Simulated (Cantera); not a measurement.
What does this Cantera script print?

```python
import numpy as np
import cantera as ct

gas_names = [...]  # 92 gases of nasa_gas.yaml made of C, H, N
cond_names = """
    C(gr) C6H6(L) C7H8(L) C8H18(L),n-octa
""".split()


# ... load() reads the species with a 1 bar reference pressure and builds the phases ...
atoms = {
    'C2H2': {'C': 2, 'H': 2},
    'NH3': {'N': 1, 'H': 3},
}
top_T = {'C(gr)': 4500}  # K; cautious upper limits of use, not melting points


# ... equilibrate(T, P, feed) seeds the gas with the atoms and calls Mixture.equilibrate('TP', solver="vcs", rtol=1e-11, max_steps=5000) ...
results = []
feed = {'C2H2': 1, 'NH3': 0.016}  # mol
P = 33  # Pa
for T in [675, 875, 1075, 1275, 1475, 1675, 1875, 2075, 2275, 2475, 2675]:
    mix = equilibrate(T, P, feed)
    results.append((T, P, feed, dict(zip(mix.species_names, mix.species_moles))))

top = {s: max(r[3][s] / sum(r[3][g] for g in gas_names) for r in results) for s in gas_names}
cols = sorted((s for s in top if top[s] > 0.0001), key=lambda s: -top[s])[:7]
seen = [c for c in cond_names if any(r[3].get(c, 0) > 1e-12 for r in results)]
print("log10 of partial pressures in bar; condensed amounts in mol")
print(f"{'T/K':>10s}" + "".join(f"{s[:9]:>10s}" for s in cols + seen))
for T, P, feed, n in results:
    ng = sum(n[g] for g in gas_names)
    print(f"{T:10.4g}" + "".join(f"{np.log10(max(n[s] / ng * P / 1e5, 1e-99)):10.3f}" for s in cols)
          + "".join(f"{n.get(c, 0):10.4g}" for c in seen))
```

Result:

```
log10 of partial pressures in bar; condensed amounts in mol
       T/K        H2         H        C3        N2         C       CH4 C2H2,acet     C(gr)
       675    -3.487   -15.950   -53.377    -5.590   -47.379    -5.810   -18.114     1.995
       875    -3.485   -12.042   -38.515    -5.592   -34.654    -7.330   -14.109         2
      1075    -3.485    -9.576   -29.210    -5.592   -26.663    -8.316   -11.608         2
      1275    -3.485    -7.875   -22.847    -5.592   -21.181    -9.003    -9.900         2
      1475    -3.485    -6.630   -18.228    -5.594   -17.188    -9.507    -8.661         2
      1675    -3.488    -5.679   -14.727    -5.601   -14.151    -9.895    -7.724         2
      1875    -3.501    -4.934   -11.986    -5.622   -11.765   -10.219    -7.000     1.999
      2075    -3.549    -4.349    -9.785    -5.672    -9.840   -10.554    -6.456     1.996
      2275    -3.688    -3.915    -7.980    -5.772    -8.256   -11.024    -6.107     1.991
      2475    -3.997    -3.647    -6.474    -5.913    -6.930   -11.801    -6.010     1.979
      2675    -4.509    -3.542    -5.201    -6.060    -5.803   -12.956    -6.176     1.852
```

Method: chemical equilibrium by Gibbs-energy minimisation in Cantera with the NASA 1993 tables (ideal gas, pure condensed phases).
